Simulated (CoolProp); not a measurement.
R227EA at 392.98 K and 0.405 MPa flows at 15 m/s in a round tube of 20 mm bore and 1.5 µm roughness, fully developed (64/Re and Nu = 3.66 if laminar; Colebrook and Gnielinski if turbulent). Each further row changes one setting.

The numbers come from the reference Helmholtz-energy equation of state, Lemmon 2016 in CoolProp.

| case | Reynolds number | Darcy friction factor | pressure drop (Pa/m) | heat-transfer coefficient (W/(m² K)) | mass flow (kg/h) |
|---|---|---|---|---|---|
| as stated | 430000 | 0.0144 | (withheld) | 640 | (withheld) |
| velocity 30 m/s | 859000 | (withheld) | 6560 | (withheld) | 746 |
| diameter 40 mm | 859000 | (withheld) | 783 | (withheld) | (withheld) |

Task: What belongs in the gaps?

Result: 
- as stated, pressure drop (Pa/m): 1780
- as stated, mass flow (kg/h): 373
- velocity 30 m/s, Darcy friction factor: 0.0133
- velocity 30 m/s, heat-transfer coefficient (W/(m² K)): 1170
- diameter 40 mm, Darcy friction factor: 0.0127
- diameter 40 mm, heat-transfer coefficient (W/(m² K)): 558
- diameter 40 mm, mass flow (kg/h): 1490

Viscosity comes from a separate model (Huber 2003), an estimate that may be off by 10 % or more. Thermal conductivity comes from a separate model (Huber 2003), an estimate that may be off by 10 % or more.
